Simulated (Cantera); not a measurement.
## Transport properties of process gases

Gas mixture: 14.6 % CO, 85.4 % CH₃OH, at 1.60 bar, frozen composition.

Cantera's kinetic-theory transport with the Lennard-Jones parameters of GRI-Mech 3.0, ideal gas; thermal conductivity in the mixture-averaged form. Polar gases are described roughly by these parameters. The composition is frozen, though it would react at the higher temperatures.

| T (K) | ρ (kg/m³) | cp (J/kg/K) | μ (µPa s) | λ (mW/m/K) | Pr | D (cm²/s) H₂ | D (cm²/s) H₂O | D (cm²/s) OH |
|---|---|---|---|---|---|---|---|---|
| 400 | 1.51 | 1532 | 14.0 | 28.7 | 0.748 | 0.685 | 0.181 | 0.268 |
| 650 | 0.931 | 2068 | 22.3 | 60.3 | 0.765 | 1.59 | 0.472 | 0.637 |
| 900 | 0.673 | 2451 | 29.7 | 94.2 | 0.773 | 2.75 | 0.876 | 1.12 |
| 1150 | 0.526 | 2749 | 36.3 | 127 | 0.785 | 4.15 | 1.37 | 1.70 |
| 1400 | 0.432 | 2959 | 42.2 | 158 | 0.790 | 5.76 | 1.96 | 2.36 |
| 1650 | 0.367 | 3113 | 47.7 | 188 | 0.791 | 7.57 | 2.62 | 3.11 |
| 1900 | 0.319 | 3225 | 52.8 | 215 | 0.791 | 9.57 | 3.34 | 3.93 |
D: mixture-averaged diffusion coefficient of that species in the mixture.
